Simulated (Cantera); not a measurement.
Gas mixture: NO = 0.21 (molar parts), at 2030 Torr, frozen composition.

Cantera's kinetic-theory transport with the Lennard-Jones parameters of GRI-Mech 3.0, ideal gas; thermal conductivity in the mixture-averaged form. The composition is frozen, though it would react at the higher temperatures.

One state of this run: ρ (kg/m³) = 1.77; cp (J/kg/K) = 1028; μ (µPa s) = 28.9; λ (mW/m/K) = 42.0; Pr = 0.707; D (cm²/s) CO2 = 0.172; D (cm²/s) C2H2 = 0.181; D (cm²/s) N2 = 0.219. D: mixture-averaged diffusion coefficient of that species in the mixture.

Which value of T (K) does it belong to?
A) 1000
B) 400
C) 550
D) 1450

C, 550
